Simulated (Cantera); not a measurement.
Cantera run, input and output.

```python
import numpy as np
import cantera as ct

gas = ct.Solution("gri30.yaml")
gas.TPX = 1650, 1000000, {'CO': 1, 'H2': 0.55, 'O2': 1.02, 'N2': 12.2}
reactor = ct.IdealGasConstPressureReactor(gas, energy="on", clone=False)
net = ct.ReactorNet([reactor])
net.rtol, net.atol = 1e-08, 1e-16
show = ['CO', 'H2', 'O2', 'O', 'CO2', 'N2O', 'NO']
times = np.geomspace(7e-06, 8, 10)

steps = ct.SolutionArray(gas, extra=["t"])
rows = []
print(f"{'t/s':>10s}{'T/K':>9s}{'P/Pa':>11s}" + "".join(f"{s:>11s}" for s in show))
for t in times:
    while net.time < t:
        t_next = net.step()
        steps.append(gas.state, t=t_next)
    rows.append([np.interp(t, steps.t, y) for y in (steps.T, steps.P, *steps(*show).X.T)])
    print(f"{t:10.3e}{rows[-1][0]:9.1f}{rows[-1][1]:11.4g}" + "".join(f"{x:11.3e}" for x in rows[-1][2:]))
rate = np.gradient(steps.T, steps.t)
print("integrator steps:", len(steps.t))
if steps.T.max() > steps.T[0] + 200:
    print(f"time of steepest temperature rise: {steps.t[rate.argmax()]:.4e} s")
gas.TPX = 1650, 1000000, {'CO': 1, 'H2': 0.55, 'O2': 1.02, 'N2': 12.2}
gas.equilibrate("HP")
print(f"equilibrium (HP): T = {gas.T:.1f} K  " + "  ".join(f"{s} {gas[s].X[0]:.3e}" for s in show))
```

Result:

```
       t/s      T/K       P/Pa         CO         H2         O2          O        CO2        N2O         NO
 7.000e-06   2007.6      1e+06  3.899e-02  2.760e-03  3.428e-02  6.899e-03  3.038e-02  1.698e-06  3.543e-05
 3.298e-05   2293.1      1e+06  1.286e-02  1.171e-03  2.271e-02  1.704e-03  5.793e-02  1.921e-06  1.124e-04
 1.554e-04   2380.9      1e+06  4.225e-03  3.866e-04  1.891e-02  4.570e-04  6.700e-02  1.217e-06  2.195e-04
 7.319e-04   2390.0      1e+06  3.203e-03  3.036e-04  1.834e-02  3.541e-04  6.807e-02  1.023e-06  4.913e-04
 3.448e-03   2387.7      1e+06  3.205e-03  3.043e-04  1.781e-02  3.446e-04  6.807e-02  1.011e-06  1.567e-03
 1.624e-02   2381.9      1e+06  3.215e-03  3.065e-04  1.654e-02  3.218e-04  6.807e-02  9.892e-07  4.182e-03
 7.652e-02   2379.4      1e+06  3.222e-03  3.077e-04  1.597e-02  3.120e-04  6.806e-02  9.829e-07  5.337e-03
 3.605e-01   2379.4      1e+06  3.222e-03  3.077e-04  1.597e-02  3.119e-04  6.806e-02  9.829e-07  5.342e-03
 1.698e+00   2379.4      1e+06  3.222e-03  3.077e-04  1.597e-02  3.119e-04  6.806e-02  9.829e-07  5.342e-03
 8.000e+00   2379.4      1e+06  3.222e-03  3.077e-04  1.597e-02  3.119e-04  6.806e-02  9.829e-07  5.342e-03
integrator steps: 1353
time of steepest temperature rise: 3.1018e-06 s
equilibrium (HP): T = 2379.4 K  CO 3.222e-03  H2 3.077e-04  O2 1.597e-02  O 3.119e-04  CO2 6.806e-02  N2O 9.829e-07  NO 5.342e-03
```

Model: GRI-Mech 3.0 (53 species, 325 reactions), integrated in Cantera. The hydrogen kinetics of GRI-Mech 3.0 are dated; newer H2 mechanisms differ, most at raised pressure.
